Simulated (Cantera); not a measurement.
An adiabatic, constant-pressure homogeneous reactor starts with 33.2 % H2, 10.4 % O2, 56.4 % N2, at 1023 K and 760000 Pa.

Cantera simulation using the H2/O2 subset of GRI-Mech 3.0, which has no nitrogen chemistry; the numbers are that mechanism's predictions, not measurements. The hydrogen kinetics of GRI-Mech 3.0 are dated; newer H2 mechanisms differ, most at raised pressure.

### Question
Predict: time of steepest temperature rise; temperature at 0.700 s; equilibrium temperature; x(H2) at 0.700 s; x(O2) at 0.700 s; x(HO2) at 0.700 s; x(O) at 0.700 s; x(H) at 0.700 s; x(H2O2) at 0.700 s.

### Answer
- time of steepest temperature rise: 5.36 ms
- temperature at 0.700 s: 2494 K
- equilibrium temperature: 2494 K
- x(H2) at 0.700 s: 0.138 (gas-phase equilibrium 0.138)
- x(O2) at 0.700 s: 1.23e-5 (gas-phase equilibrium 1.23e-5)
- x(HO2) at 0.700 s: 2.37e-8 (gas-phase equilibrium 2.37e-8)
- x(O) at 0.700 s: 1.80e-5 (gas-phase equilibrium 1.80e-5)
- x(H) at 0.700 s: 0.00333 (gas-phase equilibrium 0.00333)
- x(H2O2) at 0.700 s: 1.55e-8 (gas-phase equilibrium 1.55e-8)
